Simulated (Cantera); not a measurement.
Feed: 1 mol CH3F, a varied amount of H2, at 3123 K and 3.30 mbar.

Cantera equilibrium calculation (NASA polynomials, part measured and part estimated; ideal gas, pure solids and liquids). Candidate condensed phases: C, C6H6, C7H8, C8H18; 95 gas species. Equilibrium is a limit: real reactors are often held back by kinetics, nucleation or transport.

Q: At 0.38 mol H2, list the 4 most abundant gas species with their mole fractions, and the condensed phases.

A: H 0.637, HF 0.197, C3 0.0581, F 0.0370. Condensed: gas only.
